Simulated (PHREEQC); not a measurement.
PHREEQC input (ion-association model, phreeqc.dat):

```
SOLUTION 1
  temp 25
  units mol/kgw
  pH 7 charge
  Cl 0.022
  Na 0.022
END
SELECTED_OUTPUT 1
  -reset false
  -pH true
  -pe true
  -ionic_strength true
  -water true
  -totals Cl Na Sg
  -molalities H+ Na+ Cl- OH- NaOH
  -saturation_indices Halite
USER_PUNCH 1
  -headings p_H2Sg(g) phi_H2Sg(g) p_H2O(g) phi_H2O(g) density
  10 PUNCH PR_P("H2Sg(g)"), PR_PHI("H2Sg(g)"), PR_P("H2O(g)"), PR_PHI("H2O(g)"), RHO
PRINT
  -reset false
USE solution 1
REACTION_TEMPERATURE 1
  40
GAS_PHASE 1
  -fixed_pressure
  -pressure 1
  -temperature 40
  -volume 20
  H2Sg(g) 1
  H2O(g) 0
END
# ... the last block is repeated for the other 6 points of P (atm)
```

Selected output (columns that matter, 7 of 7 rows; P (atm) added in front):

```
P (atm)	pH	mu	Cl	Na	Sg	m_H+	m_Na+	m_Cl-	si_Halite	p_H2Sg(g)	phi_H2Sg(g)	p_H2O(g)	phi_H2O(g)	density
1	3.9937	0.022138	0.022023	0.022023	0.059375	0.0001149	0.022023	0.022023	-5.0247	0.92668	0.99306	0.073318	0.99066	0.99305
2	3.8365	0.022187	0.022022	0.022022	0.12229	0.00016502	0.022022	0.022022	-5.0249	1.9261	0.9861	0.073936	0.98203	0.99305
3	3.7475	0.022225	0.022022	0.022022	0.18412	0.00020259	0.022022	0.022022	-5.0252	2.9254	0.97916	0.074564	0.97342	0.99304
5	3.6379	0.022284	0.022023	0.022023	0.30459	0.00026079	0.022023	0.022023	-5.0256	4.9241	0.96534	0.075853	0.95625	0.99302
7.5	3.5531	0.022341	0.022024	0.022024	0.44925	0.00031703	0.022024	0.022024	-5.0261	7.4225	0.94815	0.077533	0.93486	0.99302
10	3.4945	0.022388	0.022025	0.022025	0.58744	0.00036286	0.022025	0.022025	-5.0265	9.9207	0.93106	0.079294	0.91355	0.99301
15	3.4149	0.022463	0.022027	0.022027	0.84485	0.00043592	0.022027	0.022027	-5.0274	14.917	0.89712	0.083087	0.87105	0.99302
```

Constants without temperature data keep their 25 °C values here.
